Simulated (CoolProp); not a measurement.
A Linde-Hampson liquefier for CF4 (R14): isothermal reversible compression at 320 K from 1 atm to 10 MPa, throttling to 1 atm, return gas leaving the recuperator 0 K below the feed. Each further row changes one setting.

Values from CoolProp's reference Helmholtz-energy equation of state, Platzer 1990. This equation is an older, rougher fit; its heat capacities, sound speeds and derivatives of the liquid may be far off and weren't checked against measurements.

```
case                        liquid yield per pass  compression work (kJ/kg of gas)
--------------------------  ---------------------  -------------------------------
as stated                                   0.145                              131
high pressure 20 MPa                        0.226                              148
warm-end temperature 350 K                  0.106                              146
warm-end gap 5 K                            0.131                              131
```
